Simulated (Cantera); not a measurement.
# Stirred combustor or abatement burner

A perfectly stirred reactor is fed with H2 : O2 : N2 = 1 : 0.455 : 1.71 (molar parts), at 0.987 atm; it is adiabatic with a 798 K inlet, and is followed from long to short residence time, starting on the burning branch (τ in s: 0.23, 0.099, 0.042, 0.018, 0.0077, 0.0033, 0.0014, 0.00059, 0.00025, 0.00011, 4.6e-05, 1.9e-05).

Cantera simulation using the H2/O2 subset of GRI-Mech 3.0, which has no nitrogen chemistry; the numbers are that mechanism's predictions, not measurements.

```csv
τ (s),T (K),x H2,x O2,x HO2,x H2O,x H
0.23,2634,0.0473,0.00510,2.13e-6,0.302,0.00971
0.099,2632,0.0474,0.00514,2.14e-6,0.302,0.00978
0.042,2629,0.0476,0.00523,2.17e-6,0.302,0.00995
0.018,2621,0.0480,0.00544,2.23e-6,0.301,0.0103
0.0077,2604,0.0490,0.00590,2.36e-6,0.299,0.0112
0.0033,2568,0.0509,0.00687,2.62e-6,0.294,0.0131
0.0014,2497,0.0543,0.00872,3.13e-6,0.286,0.0171
0.00059,2380,0.0589,0.0117,4.15e-6,0.273,0.0245
0.00025,2224,0.0634,0.0154,6.11e-6,0.258,0.0357
0.00011,2051,0.0667,0.0195,9.24e-6,0.243,0.0496
4.6e-5,1855,0.0694,0.0248,1.44e-5,0.228,0.0664
1.9e-5,1652,0.0764,0.0329,2.35e-5,0.210,0.0817
```
x: mole fraction; the columns are a selection and need not sum to one.
